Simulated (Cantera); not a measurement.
A perfectly stirred reactor is fed with 14.5 % NH3, 85.5 % H2, at 17.3 Torr; it is held at 1850 K, and followed from long to short residence time.

Cantera simulation using the gas-phase N/H chemistry of the illustrative SiF4/NH3 mechanism in the Surface Chemkin manual (1991); the numbers are that mechanism's predictions, not measurements. Walls and surfaces, which speed up NH3 decomposition in real reactors, are not modelled.

Problem. Predict: x(NH3) at τ = 13.0 s; x(H2) at τ = 13.0 s; x(N) at τ = 13.0 s; x(NH2) at τ = 13.0 s; x(NH) at τ = 13.0 s; x(NH3) at τ = 0.200 s; x(H2) at τ = 0.200 s; x(N) at τ = 0.200 s; x(NH2) at τ = 0.200 s; x(NH) at τ = 0.200 s.

Solution. 
```
Quantity                  Value
---------------------  --------
x(NH3) at τ = 13.0 s     0.0504
x(H2) at τ = 13.0 s       0.908
x(N) at τ = 13.0 s      3.47e-7
x(NH2) at τ = 13.0 s    9.64e-5
x(NH) at τ = 13.0 s     2.90e-6
x(NH3) at τ = 0.200 s     0.141
x(H2) at τ = 0.200 s      0.857
x(N) at τ = 0.200 s     2.86e-7
x(NH2) at τ = 0.200 s  0.000181
x(NH) at τ = 0.200 s    3.61e-6
```
